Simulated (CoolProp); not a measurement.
Properties of carbon dioxide along the isobar 27.3 MPa (Tc = 304.1 K, pc = 7.377 MPa, ω = 0.224).

Values from CoolProp's reference Helmholtz-energy equation of state, Span 1996.

| T (K) | phase | density (kg/m³) | cv (kJ/(kg K)) | viscosity (µPa s) | fugacity coefficient |
|---|---|---|---|---|---|
| 263.1 | liquid | 1080 | … | 162 | 0.1255 |
| 273.3 | liquid | 1045 | 0.9317 | 143 | … |
| 283.6 | liquid | 1009 | 0.9244 | 127 | 0.1919 |
| 293.9 | liquid | 970.6 | 0.9187 | 113 | 0.2298 |
| 304.2 | supercritical | 930.6 | 0.9149 | 101 | 0.2700 |
| 314.5 | supercritical | … | 0.9119 | 90.0 | 0.3118 |
| 324.8 | supercritical | 844.9 | 0.9093 | … | 0.3546 |
| 335.1 | supercritical | 799.3 | 0.9080 | 72.4 | … |
| 345.4 | supercritical | 752.2 | 0.9075 | … | 0.4401 |
| 355.7 | supercritical | 704.4 | 0.9066 | … | 0.4817 |
| 366 | supercritical | 657.2 | 0.9052 | 53.2 | … |
| 376.2 | supercritical | 612.4 | 0.9036 | 48.7 | 0.5592 |
| 386.5 | supercritical | 570.2 | 0.9018 | 45.0 | 0.5950 |
| 396.8 | supercritical | 532.0 | 0.8996 | 42.0 | 0.6285 |
| 407.1 | supercritical | 497.8 | 0.8973 | 39.6 | 0.6596 |

### Question
Some entries are withheld; supply them.

### Answer

- 263.1, cv (kJ/(kg K)): 0.9404
- 273.3, fugacity coefficient: 0.1569
- 314.5, density (kg/m³): 888.7
- 324.8, viscosity (µPa s): 80.7
- 335.1, fugacity coefficient: 0.3976
- 345.4, viscosity (µPa s): 65.1
- 355.7, viscosity (µPa s): 58.7
- 366, fugacity coefficient: 0.5216

Viscosity comes from a separate model (Laesecke 2017).
